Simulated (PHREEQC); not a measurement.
**Brine**

Make-up at 20 °C: 3.4 mol/kgw KCl, 0.12 mol/kgw K2SO4 and 6e-05 mol/kgw H4SiO4. Closed to the air; pH follows from the charge balance.

Equilibrium calculation in PHREEQC: Pitzer model, pitzer.dat.

This is a speciation only: nothing precipitates in the calculation.

Question: Estimate the pH.

Answer: pH 6.83.

In brines, pH and single-ion activities rest on the MacInnes convention.
